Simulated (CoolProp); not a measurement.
Vapour-liquid equilibrium of carbon dioxide (1) + hydrogen sulfide (2) at -20.55 °C; x and y are mole fractions of (1).

Computed with CoolProp (multi-fluid Helmholtz-energy mixture model, Span 1996 and Lemmon 2006; pair parameters Kunz 2012).

| x | bubble pressure, mixture model (MPa) | bubble pressure, Raoult's law (MPa) | y, mixture model | y, Raoult's law |
|---|---|---|---|---|
| 0.05 | 0.7087 | 0.6061 | 0.263 | 0.160 |
| 0.125 | 0.9300 | 0.7111 | 0.462 | 0.340 |
| 0.2 | 1.109 | 0.8161 | 0.569 | 0.475 |
| 0.275 | 1.252 | 0.9212 | 0.636 | 0.578 |
| 0.35 | 1.368 | 1.026 | 0.683 | 0.660 |
| 0.425 | 1.463 | 1.131 | 0.720 | 0.728 |
| 0.5 | 1.543 | 1.236 | 0.750 | 0.783 |
| 0.575 | 1.615 | 1.341 | 0.779 | 0.830 |
| 0.65 | 1.682 | 1.446 | 0.808 | 0.870 |
| 0.725 | 1.745 | 1.551 | 0.839 | 0.905 |
| 0.8 | 1.805 | 1.656 | 0.873 | 0.935 |
| 0.875 | 1.860 | 1.761 | 0.914 | 0.962 |
| 0.95 | 1.909 | 1.866 | 0.962 | 0.986 |

The largest gap from Raoult's law is +35.9 % in bubble pressure, at x = 0.275. No azeotrope shows between x = 0.05 and 0.95.

Pair parameters are fitted to limited data, so mixtures are less certain than the pure fluids.
